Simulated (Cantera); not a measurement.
**Equilibrium for fluorocarbon and chlorocarbon gases: CCl4 + CH4 + F2**

A closed system holds: 1 mol CCl4, 0.0069 mol CH4, 0.26 mol F2, equilibrated at 133 Pa.

Equilibrium computed with Cantera from the NASA thermochemical tables; the gas is ideal and each condensed phase is pure. Candidate condensed phases: C, C6H6, C7H8, C8H18; 135 gas species. Ions and electrons are included (thermal ionisation). The tables' values for CCl are old estimates; treat these amounts as uncertain. Gases not in the tables: C2F6 and larger saturated fluorocarbons. The numbers say what is thermodynamically allowed, not how fast it happens.

From 2000 K to 2750 K the condensed part is C(graphite). From 3000 K to 5000 K nothing is condensed. The main C-bearing gas is CF2 at 2000 K and C at 5000 K.

```
T (K)  log p Cl  log p C  log p F  log p C3  log p CF2  log p C2  n C(graphite)
-----  --------  -------  -------  --------  ---------  --------  -------------
2000      -2.91   -10.52    -4.23    -10.56      -4.52    -11.63          0.881
2250      -2.92    -8.44    -3.92     -8.19      -4.93     -9.24          0.962
2500      -2.93    -6.78    -3.86     -6.30      -5.67     -7.34          0.979
2750      -2.94    -5.42    -3.87     -4.77      -6.38     -5.79          0.773
3000      -2.97    -4.51    -3.89     -4.16      -7.22     -4.94              0
3250      -2.99    -4.00    -3.89     -4.41      -8.15     -4.73              0
3500      -3.01    -3.71    -3.90     -5.09      -9.13     -4.86              0
3750      -3.02    -3.64    -3.90     -6.20     -10.14     -5.31              0
4000      -3.02    -3.62    -3.90     -7.32     -11.07     -5.82              0
4250      -3.02    -3.62    -3.90     -8.34     -11.90     -6.28              0
4500      -3.02    -3.62    -3.90     -9.26     -12.64     -6.70              0
4750      -3.02    -3.62    -3.90    -10.08     -13.30     -7.07              0
5000      -3.02    -3.62    -3.90    -10.82     -13.90     -7.41              0
```
log p: log10 of the partial pressure in bar; n: condensed amount in mol.
